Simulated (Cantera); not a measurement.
Adiabatic ignition

An adiabatic, constant-pressure homogeneous reactor starts with CO : H₂ : CH₄ : O₂ : N₂ = 1 : 0.41 : 0.13 : 1.12 : 4.22 (molar parts), at 1648 K and 0.310 bar.

Detailed kinetics in Cantera: GRI-Mech 3.0 (53 species, 325 reactions).

```csv
t (s),T (K),x CO,x H₂,x CH₄,x HO₂,x NO,x O₂,x CH₂O
7.00e-6,1648,0.145,0.0596,0.0189,7.12e-7,<1e-12,0.163,1.11e-8
1.94e-5,1648,0.145,0.0596,0.0189,1.68e-6,<1e-12,0.163,4.08e-7
5.38e-5,1696,0.146,0.0533,0.0124,0.000164,1.54e-8,0.152,0.000808
0.000149,2045,0.0916,0.0138,<1e-12,3.33e-6,1.75e-5,0.0624,5.30e-11
0.000413,2220,0.0892,0.0131,<1e-12,2.63e-6,0.000102,0.0607,5.39e-11
0.00115,2467,0.0830,0.0110,<1e-12,2.73e-6,0.000625,0.0577,5.89e-11
0.00318,2664,0.0740,0.00885,<1e-12,4.80e-6,0.00381,0.0528,7.34e-11
0.00881,2680,0.0727,0.00864,<1e-12,4.96e-6,0.0104,0.0495,7.79e-11
0.0244,2678,0.0727,0.00866,<1e-12,4.85e-6,0.0132,0.0483,7.83e-11
0.0677,2678,0.0727,0.00866,<1e-12,4.85e-6,0.0133,0.0483,7.83e-11
0.188,2678,0.0727,0.00866,<1e-12,4.85e-6,0.0133,0.0483,7.83e-11
0.520,2678,0.0727,0.00866,<1e-12,4.85e-6,0.0133,0.0483,7.83e-11
1.44,2678,0.0727,0.00866,<1e-12,4.85e-6,0.0133,0.0483,7.83e-11
4.00,2678,0.0727,0.00866,<1e-12,4.85e-6,0.0133,0.0483,7.83e-11
```
x: mole fraction; the columns are a selection and need not sum to one.

| Quantity | Result |
|---|---|
| time of steepest temperature rise | 61.3 µs |
| temperature at 4.00 s | 2678 K |
| equilibrium temperature | 2678 K |
| x(CO) at 4.00 s | 0.0727 (gas-phase equilibrium 0.0727) |
| x(H₂) at 4.00 s | 0.00866 (gas-phase equilibrium 0.00866) |
| x(CH₄) at 4.00 s | <1e-12 (gas-phase equilibrium <1e-12) |
